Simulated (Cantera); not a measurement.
An adiabatic, constant-volume homogeneous reactor starts with 4.80 % CH4, 0.720 % C2H6, 5.76 % C3H8, 18.6 % O2, 70.1 % N2, equivalence ratio 2.2, at 1325 K and 2930 Torr.

Computed with Cantera and GRI-Mech 3.0 (53 species, 325 reactions). GRI-Mech 3.0 was tuned for natural gas; its chemistry of propane as a main component is partial and can be far from experiment.

x: mole fraction; the columns are a selection and need not sum to one.

```json
[
 {"t (s)": "1.00e-6", "T (K)": "1325", "P (bar)": "3.90", "x CH4": "0.0480", "x C2H6": "0.00720", "x C3H8": "0.0576", "x H2O": "2.65e-7", "x OH": "?", "x H2O2": "3.32e-8"},
 {"t (s)": "3.83e-6", "T (K)": "1325", "P (bar)": "3.90", "x CH4": "0.0480", "x C2H6": "0.00720", "x C3H8": "0.0576", "x H2O": "3.87e-6", "x OH": "?", "x H2O2": "8.63e-7"},
 {"t (s)": "1.47e-5", "T (K)": "1324", "P (bar)": "3.90", "x CH4": "0.0480", "x C2H6": "0.00720", "x C3H8": "0.0573", "x H2O": "9.87e-5", "x OH": "?", "x H2O2": "9.25e-6"},
 {"t (s)": "5.62e-5", "T (K)": "1325", "P (bar)": "3.91", "x CH4": "0.0481", "x C2H6": "0.00738", "x C3H8": "0.0555", "x H2O": "0.000925", "x OH": "?", "x H2O2": "1.74e-5"},
 {"t (s)": "0.000215", "T (K)": "1345", "P (bar)": "4.02", "x CH4": "0.0484", "x C2H6": "0.00801", "x C3H8": "0.0449", "x H2O": "0.00729", "x OH": "?", "x H2O2": "5.09e-5"},
 {"t (s)": "0.000825", "T (K)": "2663", "P (bar)": "10.1", "x CH4": "1.78e-9", "x C2H6": "<1e-12", "x C3H8": "<1e-12", "x H2O": "0.0920", "x OH": "0.000847", "x H2O2": "5.97e-9"},
 {"t (s)": "0.00316", "T (K)": "2664", "P (bar)": "10.1", "x CH4": "1.71e-9", "x C2H6": "<1e-12", "x C3H8": "<1e-12", "x H2O": "0.0920", "x OH": "0.000851", "x H2O2": "6.00e-9"},
 {"t (s)": "0.0121", "T (K)": "2664", "P (bar)": "10.1", "x CH4": "1.71e-9", "x C2H6": "<1e-12", "x C3H8": "<1e-12", "x H2O": "0.0920", "x OH": "0.000851", "x H2O2": "6.00e-9"},
 {"t (s)": "0.0464", "T (K)": "2664", "P (bar)": "10.1", "x CH4": "1.71e-9", "x C2H6": "<1e-12", "x C3H8": "<1e-12", "x H2O": "0.0920", "x OH": "0.000851", "x H2O2": "6.00e-9"},
 {"t (s)": "0.178", "T (K)": "2664", "P (bar)": "10.1", "x CH4": "1.71e-9", "x C2H6": "<1e-12", "x C3H8": "<1e-12", "x H2O": "0.0920", "x OH": "0.000851", "x H2O2": "6.00e-9"},
 {"t (s)": "0.681", "T (K)": "2664", "P (bar)": "10.1", "x CH4": "1.71e-9", "x C2H6": "<1e-12", "x C3H8": "<1e-12", "x H2O": "0.0920", "x OH": "0.000851", "x H2O2": "6.00e-9"},
 {"t (s)": "2.61", "T (K)": "2664", "P (bar)": "10.1", "x CH4": "1.71e-9", "x C2H6": "<1e-12", "x C3H8": "<1e-12", "x H2O": "0.0920", "x OH": "0.000851", "x H2O2": "6.00e-9"},
 {"t (s)": "10.0", "T (K)": "2664", "P (bar)": "10.1", "x CH4": "1.71e-9", "x C2H6": "<1e-12", "x C3H8": "<1e-12", "x H2O": "0.0920", "x OH": "0.000851", "x H2O2": "6.00e-9"}
]
```

### Question
Fill in the missing entries.

### Answer

- 1.00e-6, x OH: 1.92e-8
- 3.83e-6, x OH: 8.56e-8
- 1.47e-5, x OH: 5.53e-7
- 5.62e-5, x OH: 8.27e-7
- 0.000215, x OH: 2.66e-6
